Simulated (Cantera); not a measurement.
A closed system holds: 1 mol SiC, 0.1 mol O2, 490 mol H2, at 0.00713 Torr.

Method: chemical equilibrium by Gibbs-energy minimisation in Cantera with the NASA 1993 tables (ideal gas, pure condensed phases). Candidate condensed phases: C, C6H6, C7H8, C8H18, H2O, Si, SiC, SiO2; 123 gas species. Equilibrium is a limit: real reactors are often held back by kinetics, nucleation or transport.

Problem. What share of the Si ends up in condensed phases as a function of T (°C), at 1177, 1227, 1277, 1327, 1377, 1427, 1477, 1527?

Solution. 
| T (°C) | Si condensed (%) | as |
|---|---|---|
| 1177 | 88.9 | SiC(s) |
| 1227 | 86.7 | SiC(s) |
| 1277 | 83.1 | SiC(s) |
| 1327 | 80.4 | SiC(s) |
| 1377 | 77.2 | SiC(s) |
| 1427 | 45.4 | SiC(s) |
| 1477 | 0.0 | - |
| 1527 | 0.0 | - |
